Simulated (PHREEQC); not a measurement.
Consider water at 25 °C with 0.018 mol/kgw Cu(BF4)2 and 7.4e-05 mol/kgw H3BO3. Closed to the air; pH follows from the charge balance.

Computed with PHREEQC (ion-association model, phreeqc.dat).

Precipitation was switched off in this run.

### Question
Order these F species by the share of F that they hold, largest first: HF, BF2(OH)2-, BF3OH-, F-, BF4-.

### Answer
BF4- (89 %), BF3OH- (4.6 %), HF (3.7 %), F- (1.9 %), BF2(OH)2- (0.79 %)

The pH is 2.79 and the ionic strength 0.0551 mol/kgw. Real BF4- forms and hydrolyses slowly; the run takes it at equilibrium.
